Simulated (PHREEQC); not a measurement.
Acid rinse or clean: an equilibrium model

Solution (40 °C): 130 mmol/kgw HNO3, 1 mmol/kgw FeCl3 and 3.7 mmol/kgw MgCl2. It is in equilibrium with CO2 at log p = 0 (atm). Otherwise closed; pH follows from the charge balance.

Computed with PHREEQC (ion-association model, phreeqc.dat).

```yaml
pH: 0.98
ionic_strength: 0.147 mol/kgw
specific_conductance: 61300 µS/cm
density: 0.997 g/cm³
total_alkalinity: -132 meq/kg
```

```json
[
 {"species": "H+", "molality": "0.130", "activity": "0.105", "log γ": "-0.094"},
 {"species": "NO3-", "molality": "0.130", "activity": "0.0930", "log γ": "-0.145"},
 {"species": "CO2", "molality": "0.0228", "activity": "0.0236", "log γ": "0.015"},
 {"species": "Cl-", "molality": "0.0103", "activity": "0.00752", "log γ": "-0.135"},
 {"species": "Mg+2", "molality": "0.00370", "activity": "0.00133", "log γ": "-0.444"},
 {"species": "Fe+3", "molality": "0.000817", "activity": "0.000117", "log γ": "-0.844"}
]
```

No solid was allowed to form. The solution is supersaturated, for example in Hematite (slow to form), Goethite (slow to form), so a real one may precipitate; this is no full list. Constants without temperature data keep their 25 °C values here.
